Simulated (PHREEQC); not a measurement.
Consider water at 40 °C with 0.012 mol/kgw KHCO3, 0.00033 mol/kgw Na2SO4 and 0.22 mol/kgw NaCl. Closed to the air; pH follows from the charge balance.

Computed with PHREEQC (ion-association model, wateq4f.dat).

This is a speciation only: nothing precipitates in the calculation.

Q: Order these S species by the share of S that they hold, largest first: NaSO4-, SO4-2, KSO4-.

A: SO4-2 (74 %), NaSO4- (24 %), KSO4- (2.0 %)

Q: Order these C species by the share of C that they hold, largest first: CO3-2, NaHCO3, HCO3-, NaCO3-, CO2.

A: HCO3- (90 %), NaHCO3 (5.6 %), CO2 (2.4 %), NaCO3- (1.7 %), CO3-2 (0.71 %)

The pH is 7.71 and the ionic strength 0.232 mol/kgw. At this temperature some constants are extrapolated from 25 °C, and those without enthalpy data are left unchanged.
